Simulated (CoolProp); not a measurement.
Computed with CoolProp (reference Helmholtz-energy equation of state, Wagner 2002).

**Question.** Give the vapour pressure (bar), liquid density (kg/m³), enthalpy of vaporisation (kJ/kg) of saturated water at 586.4 K.

**Answer.** 
```csv
T (K),p (bar),liquid density (kg/m³),enthalpy of vaporisation (kJ/kg)
586.4,103,683,1300
```
